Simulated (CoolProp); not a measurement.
The fluid at 293.15 K and 0.0676 MPa flows at 0.15 m/s in a round tube of 6 mm bore and 45 µm roughness, fully developed (64/Re and Nu = 3.66 if laminar; Colebrook and Gnielinski if turbulent). The same conditions are run with several fluids, on thermodynamics alone (safety and materials aside).

Model: reference Helmholtz-energy equation of state of each fluid (R143a: Lemmon and Jacobsen 2000; carbon dioxide: Span 1996; R22: Kamei 1995; R245fa: Akasaka 2015; R134a: Tillner-Roth 1994), in CoolProp.

Problem. Rank R143a, carbon dioxide, R22, R245fa, R134a by Reynolds number, highest first.

Solution. R245fa (296), R134a (222), R143a (194), R22 (161), carbon dioxide (75.1)

```json
[
 {"fluid": "R143a", "Darcy friction factor": "0.329", "pressure drop (Pa/m)": "1.46", "heat-transfer coefficient (W/(m² K))": "8.79", "mass flow (kg/h)": "0.0360"},
 {"fluid": "carbon dioxide", "Darcy friction factor": "0.852", "pressure drop (Pa/m)": "1.96", "heat-transfer coefficient (W/(m² K))": "9.90", "mass flow (kg/h)": "0.0187"},
 {"fluid": "R22", "Darcy friction factor": "0.398", "pressure drop (Pa/m)": "1.81", "heat-transfer coefficient (W/(m² K))": "6.81", "mass flow (kg/h)": "0.0370"},
 {"fluid": "R245fa", "Darcy friction factor": "0.216", "pressure drop (Pa/m)": "1.55", "heat-transfer coefficient (W/(m² K))": "9.32", "mass flow (kg/h)": "0.0583"},
 {"fluid": "R134a", "Darcy friction factor": "0.288", "pressure drop (Pa/m)": "1.55", "heat-transfer coefficient (W/(m² K))": "7.92", "mass flow (kg/h)": "0.0438"}
]
```

Transport values come from each fluid's own correlations; those of R143a, R22, R245fa, R134a are estimates that may be off by 10 % or more.
